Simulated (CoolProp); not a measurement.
The fluid at 515.54 K and 0.617 MPa expands adiabatically to 0.0506 MPa with isentropic efficiency 0.85. The same conditions are run with several fluids, on thermodynamics alone (safety and materials aside).

The numbers come from the reference Helmholtz-energy equation of state of each fluid (o-xylene: Zhou 2012; trans-2-butene: Lemmon 2005; n-heptane: Span 2003; normal hydrogen: Leachman 2009; toluene: Lemmon 2006) in CoolProp.

```csv
fluid,work (kJ/kg),final temperature (K),final density (kg/m³)
o-xylene,?,466.2,1.41
trans-2-butene,147,446.1,?
n-heptane,?,476.5,1.29
normal hydrogen,3240,292.0,0.0420
toluene,?,459.3,1.23
```

Some entries are withheld; supply them.


- o-xylene, work (kJ/kg): 76.3
- trans-2-butene, final density (kg/m³): 0.768
- n-heptane, work (kJ/kg): 83.3
- toluene, work (kJ/kg): 88.8
